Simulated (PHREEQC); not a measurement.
Solution (25 °C): 0.031 mol KH2PO4 and 0.00015 mol Na2CO3 per kg of water. Closed to the air; pH follows from the charge balance.

Model: ion-association model, phreeqc.dat, run in PHREEQC.

| Item | Result |
|---|---|
| pH | 5.03 |
| ionic strength | 0.0316 mol/kgw |
| specific conductance | 2940 µS/cm |
| total alkalinity | 0.300 meq/kg |

```tsv
species	molality	activity	log γ
K+	0.0310	0.0261	-0.075
H2PO4-	0.0306	0.0261	-0.069
HPO4-2	0.000329	0.000172	-0.281
Na+	0.000300	0.000255	-0.071
CO2	0.000142	0.000143	0.003
H3PO4	3.60e-5	3.63e-5	0.003
H+	1.08e-5	9.43e-6	-0.059
KHPO4-	1.03e-5	8.75e-6	-0.069
HCO3-	7.91e-6	6.75e-6	-0.069
NaHPO4-	1.00e-7	8.55e-8	-0.069
OH-	1.28e-9	1.07e-9	-0.075
```

Precipitation was switched off in this run.
